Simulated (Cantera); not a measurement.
**Reactions in the system C-H-Na-O**

Source: NASA polynomial tables (part measured, part estimated), evaluated in Cantera. Values are per mole of reaction as written; species without (g) are pure solids or liquids, kept so even where they would boil at 1 bar.

2 NaOH(g) + C2H6(g) ⇌ 2 Na + 2 CH3OH(g)

```tsv
T (K)	ΔH° (kJ)	ΔS° (J/K)	ΔG° (kJ)	log10 K
523	82.3	-90.9	129.9	-12.97
673	82.3	-91.0	143.5	-11.14
823	82.6	-90.6	157.1	-9.97
973	83.1	-90.1	170.7	-9.16
1123	83.9	-89.3	184.1	-8.56
1273	85.0	-88.3	197.5	-8.10
1423	86.6	-87.1	210.6	-7.73
```
